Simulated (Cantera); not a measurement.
Stirred combustor or abatement burner

A perfectly stirred reactor is fed with 15.3 % H2, 17.8 % O2, 66.9 % N2, at 34000 Pa; it is adiabatic with a 675 K inlet, and is followed from long to short residence time, starting on the burning branch (τ in s: 0.25, 0.099, 0.039, 0.015, 0.006, 0.0023, 0.00092, 0.00036, 0.00014, 5.6e-05).

Cantera simulation using GRI-Mech 3.0 (53 species, 325 reactions); the numbers are that mechanism's predictions, not measurements.

| τ (s) | T (K) | x H2 | x O2 | x N2O | x H2O2 | x HO2 | x NO2 |
|---|---|---|---|---|---|---|---|
| 0.25 | 1803 | 0.000284 | 0.109 | 2.40e-7 | 5.99e-8 | 1.27e-6 | 2.44e-8 |
| 0.099 | 1796 | 0.000517 | 0.108 | 2.59e-7 | 8.49e-8 | 1.93e-6 | 1.50e-8 |
| 0.039 | 1782 | 0.000945 | 0.108 | 2.39e-7 | 1.23e-7 | 3.11e-6 | 8.69e-9 |
| 0.015 | 1760 | 0.00172 | 0.108 | 1.97e-7 | 1.82e-7 | 5.09e-6 | 4.98e-9 |
| 0.0060 | 1723 | 0.00296 | 0.107 | 1.55e-7 | 2.74e-7 | 7.87e-6 | 3.30e-9 |
| 0.0023 | 1662 | 0.00494 | 0.107 | 1.17e-7 | 4.49e-7 | 1.16e-5 | 2.55e-9 |
| 0.00092 | 1575 | 0.00759 | 0.107 | 8.92e-8 | 7.90e-7 | 1.60e-5 | 2.04e-9 |
| 0.00036 | 1457 | 0.0116 | 0.108 | 6.48e-8 | 1.51e-6 | 2.12e-5 | 1.37e-9 |
| 0.00014 | 1308 | 0.0212 | 0.115 | 3.85e-8 | 2.70e-6 | 2.89e-5 | 5.90e-10 |
| 5.6e-5 | 675 | 0.153 | 0.178 | <1e-12 | <1e-12 | <1e-12 | <1e-12 |
x: mole fraction; the columns are a selection and need not sum to one.
